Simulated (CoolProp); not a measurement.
Hexamethyldisiloxane (MM) along the isotherm 561.5 K: Z from the reference equation and from simpler models built on Tc = 518.7 K, pc = 19.31 bar, ω = 0.418; each cubic takes its own stable root.

Computed with CoolProp (reference Helmholtz-energy equation of state, Thol 2016).

```csv
p (bar),phase,reference
0.305,gas,0.9957
0.579,gas,0.9919
1.1,gas,0.9845
2.08,gas,0.9705
3.94,gas,0.9433
7.48,gas,0.8893
14.2,gas,0.7786
26.9,supercritical,0.5317
50.9,supercritical,0.4351
96.6,supercritical,0.6883
```

Problem. How far does each simpler model (van der Waals, Soave-Redlich-Kwong) lie from the reference over these 10 states: mean and median of the absolute difference, and the worst?

Solution. 
- van der Waals: mean 7.2 %, median 0.6 %, worst +27.4 % at 561.5 K and 96.6 bar
- Soave-Redlich-Kwong: mean 2.9 %, median 0.6 %, worst +14.4 % at 561.5 K and 50.9 bar
